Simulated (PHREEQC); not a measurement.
A solution holds 0.019 mol CdCl2, 0.0004 mol KCl and 0.24 mol MnSO4 per kg of water, at 35 °C. Closed to the air; pH follows from the charge balance.

Model: ion-association model, wateq4f.dat, run in PHREEQC.

| Quantity | Value |
|---|---|
| pH | 6.07 |
| ionic strength | 0.483 mol/kgw |
| activity of water | 0.993 |

| species | molality | activity | log γ |
|---|---|---|---|
| MnSO4 | 0.118 | 0.132 | 0.048 |
| Mn+2 | 0.118 | 0.0292 | -0.607 |
| SO4-2 | 0.104 | 0.0212 | -0.691 |
| Cl- | 0.0315 | 0.0202 | -0.193 |
| CdSO4 | 0.00637 | 0.00712 | 0.048 |
| Cd(SO4)2-2 | 0.00554 | 0.00156 | -0.551 |
| Cd+2 | 0.00390 | 0.00110 | -0.551 |
| MnCl+ | 0.00353 | 0.00240 | -0.168 |
| CdCl+ | 0.00300 | 0.00219 | -0.138 |
| K+ | 0.000344 | 0.000220 | -0.193 |
| CdCl2 | 0.000171 | 0.000191 | 0.048 |
| KSO4- | 5.63e-5 | 3.89e-5 | -0.161 |
| MnCl2 | 1.89e-5 | 2.11e-5 | 0.048 |

This is a speciation only: nothing precipitates in the calculation.
